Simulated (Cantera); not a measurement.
A diamond (100) surface in a fixed gas of H2 with x(CH4) = 0.027, x(H) = 0.0012, x(CH3) = 0.00024, 9.75 Torr; coverages are run to steady state.

Model: the Harris–Goodwin 1993 mechanism for the reconstructed diamond (100) surface, integrated in Cantera.

One state of this run: growth (µm/h) = 0.659; θ c6HH = 0.537; θ c6H* = 0.0218; θ c6*H = 0.390; θ c6** = 0.0114; θ c6HM = 0.0272. θ: site fractions in the mechanism's names (c6HH fully hydrogenated, c6H* and c6*H radical sites, c6** diradical, c6HM methylated).

Q: Which value of T (K) does it belong to?
A) 1350
B) 1125
C) 1050
D) 900

A: C, 1050
